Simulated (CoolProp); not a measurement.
Nitrous oxide along the isotherm 38.35 °C: density (kg/m³) from the reference equation and from simpler models built on Tc = 36.4 °C, pc = 7245 kPa, ω = 0.161; each cubic takes its own stable root.

Model: reference Helmholtz-energy equation of state, Lemmon 2006, in CoolProp. It is a short technical equation, of lower accuracy than the large ones.

```json
[
 {"p (kPa)": "34.4", "phase": "gas", "reference": "0.5855"},
 {"p (kPa)": "55.5", "phase": "gas", "reference": "0.9456"},
 {"p (kPa)": "89.7", "phase": "gas", "reference": "1.531"},
 {"p (kPa)": "145", "phase": "gas", "reference": "2.481"},
 {"p (kPa)": "234", "phase": "gas", "reference": "4.021"},
 {"p (kPa)": "378", "phase": "gas", "reference": "6.541"},
 {"p (kPa)": "611", "phase": "gas", "reference": "10.69"},
 {"p (kPa)": "987", "phase": "gas", "reference": "17.61"},
 {"p (kPa)": "1600", "phase": "gas", "reference": "29.51"},
 {"p (kPa)": "2580", "phase": "gas", "reference": "50.50"},
 {"p (kPa)": "4160", "phase": "gas", "reference": "91.70"},
 {"p (kPa)": "6730", "phase": "gas", "reference": "213.2"},
 {"p (kPa)": "10900", "phase": "supercritical", "reference": "738.1"}
]
```

Task: How far does each simpler model (Redlich-Kwong, Soave-Redlich-Kwong) lie from the reference over these 13 states: mean and median of the absolute difference, and the worst?

Result: 
- Redlich-Kwong: mean 1.4 %, median 0.0 %, worst -14.5 % at 38.35 °C and 10900 kPa
- Soave-Redlich-Kwong: mean 1.4 %, median 0.0 %, worst -14.8 % at 38.35 °C and 10900 kPa
